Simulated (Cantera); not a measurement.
A closed system holds: 1 mol SiC, 0.007 mol O2, 580 mol N2, held at 2048 K and 0.190 Pa.

These are equilibrium values from Cantera (NASA tables, ideal gas, pure condensed phases), not measurements of a reactor. Candidate condensed phases: C, Si, SiC, SiO2, Si2N2O, Si3N4; 34 gas species. The numbers say what is thermodynamically allowed, not how fast it happens.

Base state: N2 0.997, Si 0.00164, CN 0.000754, SiC2 8.42e-5, C3 4.63e-5, C 4.40e-5, CO 2.41e-5 (mole fractions); condensed: C(graphite).

**Question.** What changes in the equilibrium state with this change: pressure from 0.190 Pa to 13.3 mbar?

**Answer.** 
```
species             before     after
----------------  --------  --------
N2                   0.997     1.000
Si                 0.00164  0.000370
CO                 2.41e-5   2.39e-5
CN                0.000754   9.01e-6
C3                 4.63e-5   6.59e-9
C                  4.40e-5   6.27e-9
C(graphite), mol     0.335     0.195
SiC(s), mol              0     0.753
```
